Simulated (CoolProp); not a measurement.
A simple Rankine cycle with n-perfluorobutane: condensing at 325.15 K, boiler at 1.56 MPa, turbine inlet 369 K, turbine efficiency 0.7, pump efficiency 0.8, no recuperator. Each further row changes one setting.

The numbers come from the reference Helmholtz-energy equation of state, Gao 2022 in CoolProp.

```tsv
case	thermal efficiency (%)	net work (kJ/kg)	heat in (kJ/kg)	turbine exit temperature (K)	volume ratio over the turbine
as stated	5.4	5.66	105	348.6	3.50
turbine inlet 389 K	5.2	6.58	128	371.5	3.13
condensing temperature 317.15 K	6.3	7.18	114	345.6	4.44
boiler pressure 1.09 MPa	3.7	4.15	113	358.7	2.05
turbine efficiency 0.6	4.5	4.72	105	349.6	3.52
```
